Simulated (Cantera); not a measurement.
An isothermal plug-flow reactor at 825 K and 1.70 bar (inlet), inlet velocity 0.36 m/s, active area per volume 3600 1/m; feed CH4 : O2 : N2 = 0.0065 : 0.051 : 0.79 (molar parts).

Model: Deutschmann's 1995 Pt surface mechanism with GRI-Mech 3.0 gas chemistry, integrated in Cantera. Catalytic surfaces can have several steady states; this one follows from the mechanism file's or the stated starting coverage. Mass transfer to the wall is taken as infinitely fast.

Problem. What does this change do: area per volume 3600 to 730 1/m?

Solution. 
```json
[
 {"quantity": "x(CH4) at z = 0.061 m", "before": "0.00130", "after": "0.00550"},
 {"quantity": "x(O2) at z = 0.061 m", "before": "0.0475", "after": "0.0558"},
 {"quantity": "x(H2O) at z = 0.061 m", "before": "0.0127", "after": "0.00434"},
 {"quantity": "x(CO2) at z = 0.061 m", "before": "0.00636", "after": "0.00217"},
 {"quantity": "x(CO) at z = 0.061 m", "before": "2.23e-7", "after": "9.22e-7"},
 {"quantity": "θ(free Pt) at the exit", "before": "0.0534", "after": "0.0507"},
 {"quantity": "θ(O*) at the exit", "before": "0.944", "after": "0.948"},
 {"quantity": "θ(OH*) at the exit", "before": "0.00310", "after": "0.00177"}
]
```

Problem. What does this change do: N2 0.79 to 1.3 parts?

Solution. 
| quantity | before | after |
|---|---|---|
| x(CH4) at z = 0.061 m | 0.00130 | 0.000302 |
| x(O2) at z = 0.061 m | 0.0475 | 0.0286 |
| x(H2O) at z = 0.061 m | 0.0127 | 0.00897 |
| x(CO2) at z = 0.061 m | 0.00636 | 0.00448 |
| x(CO) at z = 0.061 m | 2.23e-7 | 5.53e-8 |
| θ(free Pt) at the exit | 0.0534 | 0.0646 |
| θ(O*) at the exit | 0.944 | 0.933 |
| θ(OH*) at the exit | 0.00310 | 0.00284 |
